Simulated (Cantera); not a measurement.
**N2O furnace oxynitridation**

A perfectly stirred reactor is fed with 43.0 % N2O, 55.9 % O2, 1.12 % N2, at 34.5 Torr; it is held at 1550 K, and followed from long to short residence time.

Model: GRI-Mech 3.0 (53 species, 325 reactions), integrated in Cantera. GRI-Mech 3.0 was tuned for natural gas; its chemistry of N2O as a main component is partial and can be far from experiment. Radical loss at walls, strong at low pressure, is not modelled. The temperature is held fixed by assumption; the heat of reaction is taken as removed at once.

```tsv
τ (s)	x N2O	x O2	x NO	x N2	x O	x NO2
28	0.00335	0.601	0.0709	0.325	6.79e-5	6.52e-5
5.9	0.0136	0.592	0.0841	0.310	9.32e-5	6.29e-5
1.3	0.0525	0.586	0.0825	0.279	0.000107	5.63e-5
0.27	0.170	0.577	0.0581	0.195	0.000112	3.77e-5
0.058	0.323	0.566	0.0239	0.0864	0.000113	1.42e-5
0.012	0.403	0.561	0.00613	0.0305	0.000113	2.71e-6
0.0026	0.424	0.559	0.00135	0.0155	0.000109	2.76e-7
0.00057	0.429	0.559	0.000261	0.0121	9.49e-5	1.47e-8
```
x: mole fraction; the columns are a selection and need not sum to one.
